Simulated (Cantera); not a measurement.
Source: NASA polynomial tables (part measured, part estimated), evaluated in Cantera. Values are per mole of reaction as written; species without (g) are pure solids or liquids, kept so even where they would boil at 1 bar.

2 H(g) + PbCl₂ → Pb(g) + 2 HCl(g)

```
T (K)  ΔH° (kJ)  ΔS° (J/K)  ΔG° (kJ)  log10 K
-----  --------  ---------  --------  -------
1400          ?          ?         ?        ?
1425     -153.9       71.0    -255.0     9.35
1450          ?          ?         ?        ?
1475          ?          ?         ?        ?
1500     -158.7       67.7    -260.2     9.06
1525          ?          ?         ?        ?
```

Problem. Some entries are withheld; supply them.

Solution. 
- 1400, ΔH° (kJ): -152.3
- 1400, ΔS° (J/K): 72.1
- 1400, ΔG° (kJ): -253.3
- 1400, log10 K: 9.45
- 1450, ΔH° (kJ): -155.5
- 1450, ΔS° (J/K): 69.9
- 1450, ΔG° (kJ): -256.8
- 1450, log10 K: 9.25
- 1475, ΔH° (kJ): -157.1
- 1475, ΔS° (J/K): 68.8
- 1475, ΔG° (kJ): -258.5
- 1475, log10 K: 9.16
- 1525, ΔH° (kJ): -160.3
- 1525, ΔS° (J/K): 66.7
- 1525, ΔG° (kJ): -261.9
- 1525, log10 K: 8.97
